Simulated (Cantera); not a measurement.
Cantera run:

```python
import numpy as np
import cantera as ct

gas_names = """
    Fe FeO Fe(OH)2 H HO2 H2 H2O H2O2 H2S H2SO4 O OH O2 O3 S SH SO SO2 SO3 S2 S2O S8
""".split()
cond_names = """
    Fe(a) Fe(c) Fe(d) Fe(L) FeO(s) FeO(L) Fe(OH)2(s) Fe(OH)3(s) FeS(a) FeS(b) FeS(c) FeS(L) FeSO4(s)
    FeS2(s) Fe2O3(s) Fe2S3O12(s) Fe3O4(s) H2O(s) H2O(L) H2SO4(L) S(cr1) S(cr2) S(L)
""".split()


def load(file, names, dense=False):
    # The tables refer to 1 bar. Condensed volumes are neglected.
    table = {s.name: s for s in ct.Species.list_from_file(file)}
    out = []
    for n in names:
        d = dict(table[n].input_data)
        d["thermo"] = dict(d["thermo"], **{"reference-pressure": 1e5})
        if dense:
            d["equation-of-state"] = {"model": "constant-volume", "density": "1e6 g/cm^3"}
        out.append(ct.Species.from_dict(d))
    return out


gas = ct.Solution(thermo="ideal-gas", species=load("nasa_gas.yaml", gas_names))
cond = {s.name: ct.Solution(thermo="fixed-stoichiometry", species=[s], name=s.name)
        for s in load("nasa_condensed.yaml", cond_names, dense=True)}
atoms = {
    'FeS': {'Fe': 1, 'S': 1},
    'H2': {'H': 2},
    'H2O': {'H': 2, 'O': 1},
}
top_T = {'FeSO4(s)': 950, 'FeS2(s)': 1010, 'Fe2O3(s)': 1830, 'Fe2S3O12(s)': 1100, 'Fe3O4(s)': 1870}  # K; cautious upper limits of use, not melting points


def equilibrate(T, P, feed):
    n = {}
    for name, mol in feed.items():
        for a, k in atoms[name].items():
            n[a] = n.get(a, 0.0) + k * mol
    gas.TPX = T, P, n
    mass = sum(n.values()) * gas.mean_molecular_weight
    gas.equilibrate("TP")
    valid = [c for c in cond.values() if c.min_temp <= T <= top_T.get(c.name, c.max_temp)]
    mix = ct.Mixture([(gas, mass / gas.mean_molecular_weight)] + [(c, 0.0) for c in valid])
    mix.T, mix.P = T, P
    mix.equilibrate("TP", solver="vcs", rtol=1e-11, max_steps=5000)
    return mix


results = []
feed = {'FeS': 1, 'H2': 5.3, 'H2O': 0.14}  # mol
P = 44  # Pa
for T in [923, 973, 1023, 1073, 1123, 1173, 1223, 1273, 1323, 1373, 1423, 1473, 1523]:
    mix = equilibrate(T, P, feed)
    results.append((T, P, feed, dict(zip(mix.species_names, mix.species_moles))))

top = {s: max(r[3][s] / sum(r[3][g] for g in gas_names) for r in results) for s in gas_names}
cols = sorted((s for s in top if top[s] > 1e-05), key=lambda s: -top[s])[:8]
seen = [c for c in cond_names if any(r[3].get(c, 0) > 1e-12 for r in results)]
print("log10 of partial pressures in bar; condensed amounts in mol")
print(f"{'T/K':>10s}" + "".join(f"{s[:9]:>10s}" for s in cols + seen))
for T, P, feed, n in results:
    ng = sum(n[g] for g in gas_names)
    print(f"{T:10.4g}" + "".join(f"{np.log10(max(n[s] / ng * P / 1e5, 1e-99)):10.3f}" for s in cols)
          + "".join(f"{n.get(c, 0):10.4g}" for c in seen))
```

It prints:

```
log10 of partial pressures in bar; condensed amounts in mol
       T/K        H2        S2       H2O       H2S        SH         H         S        Fe     Fe(a)     Fe(c)    FeS(c)    FeS(L)
       923    -3.368   -11.535    -4.946    -6.612   -10.863   -11.296   -14.868   -15.611  0.003025         0     0.997         0
       973    -3.368   -10.633    -4.946    -6.422   -10.195   -10.650   -13.790   -14.420  0.004684         0    0.9953         0
      1023    -3.368    -9.817    -4.946    -6.250    -9.591   -10.067   -12.815   -13.348  0.006967         0     0.993         0
      1073    -3.369    -9.071    -4.946    -6.091    -9.041    -9.538   -11.928   -12.382   0.01006         0    0.9899         0
      1123    -3.369    -8.387    -4.946    -5.945    -8.538    -9.055   -11.117   -11.507   0.01418         0    0.9858         0
      1173    -3.369    -7.761    -4.946    -5.811    -8.078    -8.613   -10.375   -10.707   0.01963         0    0.9804         0
      1223    -3.370    -7.186    -4.946    -5.689    -7.655    -8.207    -9.693    -9.976         0   0.02722    0.9728         0
      1273    -3.371    -6.656    -4.946    -5.576    -7.266    -7.832    -9.065    -9.303         0   0.03895     0.961         0
      1323    -3.372    -6.169    -4.947    -5.474    -6.907    -7.486    -8.486    -8.682         0   0.05989    0.9401         0
      1373    -3.374    -5.719    -4.948    -5.382    -6.577    -7.165    -7.949    -8.108         0    0.1024    0.8975         0
      1423    -3.379    -5.303    -4.952    -5.299    -6.271    -6.867    -7.451    -7.574         0    0.1944    0.8053         0
      1473    -3.387    -4.933    -4.960    -5.235    -5.998    -6.591    -6.995    -7.078         0    0.3846         0    0.6143
      1523    -3.400    -4.647    -4.974    -5.211    -5.775    -6.336    -6.600    -6.615         0    0.6936         0    0.3032
```

Method: chemical equilibrium by Gibbs-energy minimisation in Cantera with the NASA 1993 tables (ideal gas, pure condensed phases). Metal and sulfide melt together well below either melting point, which pure phases cannot show. Mutual solubility and eutectic melting of coexisting phases are not modelled. FeS: taken at fixed stoichiometry. Gases not in the tables: S3 to S7.
